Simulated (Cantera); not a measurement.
Input (Python, Cantera):

```python
import numpy as np
import cantera as ct

surf = ct.Interface("diamond.yaml", "diamond_100")
gas, bulk = surf.adjacent["gas"], surf.adjacent["diamond"]
k = surf.kinetics_species_index(bulk.species_names[0])
cover = ["c6HH", "c6H*", "c6*H", "c6**", "c6HM", "c6B"]

rows, drift = [], 0.0
print(f"{'xH':>10s}{'um/h':>11s}" + "".join(f"{s:>11s}" for s in cover))
for v in [0.0001, 0.00023, 0.00053, 0.0012, 0.0028, 0.0065, 0.015, 0.035, 0.08]:
    T, P, xH, xCH3 = 1148, 2800, v, 1.2e-05
    gas.TPX = T, P, {"H": xH, "CH3": xCH3, "CH4": 0.004, "H2": 1 - xH - xCH3 - 0.004}
    surf.TP = bulk.TP = T, P
    surf.coverages = "c6H*:0.1, c6HH:0.9"
    surf.advance_coverages(100.0)
    before = surf.coverages
    surf.advance_coverages(100.0)
    drift = max(drift, np.max(np.abs(surf.coverages - before) / (surf.coverages + 1e-9)))
    rate = surf.net_production_rates[k] * bulk.mean_molecular_weight / bulk.density * 3.6e9
    rows.append([rate, *surf[cover].coverages])
    print(f"{v:10.4g}{rate:11.4e}" + "".join(f"{x:11.3e}" for x in rows[-1][1:]))
```

Output:

```
        xH       um/h       c6HH       c6H*       c6*H       c6**       c6HM        c6B
    0.0001 5.5969e-03  6.061e-01  2.545e-02  3.623e-01  5.522e-03  2.348e-04  1.519e-11
   0.00023 1.2818e-02  5.419e-01  2.932e-02  4.175e-01  1.058e-02  2.952e-04  3.478e-11
   0.00053 2.5469e-02  5.061e-01  3.132e-02  4.460e-01  1.589e-02  3.353e-04  6.911e-11
    0.0012 4.6961e-02  4.886e-01  3.223e-02  4.588e-01  1.979e-02  3.429e-04  1.274e-10
    0.0028 8.5160e-02  4.801e-01  3.264e-02  4.646e-01  2.215e-02  3.104e-04  2.311e-10
    0.0065 1.4144e-01  4.764e-01  3.284e-02  4.670e-01  2.332e-02  2.407e-04  3.838e-10
     0.015 2.0400e-01  4.748e-01  3.297e-02  4.681e-01  2.387e-02  1.563e-04  5.536e-10
     0.035 2.5541e-01  4.741e-01  3.313e-02  4.685e-01  2.414e-02  8.536e-05  6.931e-10
      0.08 2.8672e-01  4.738e-01  3.342e-02  4.684e-01  2.431e-02  4.224e-05  7.780e-10
```

Detailed kinetics in Cantera: the Harris–Goodwin 1993 mechanism for the reconstructed diamond (100) surface.
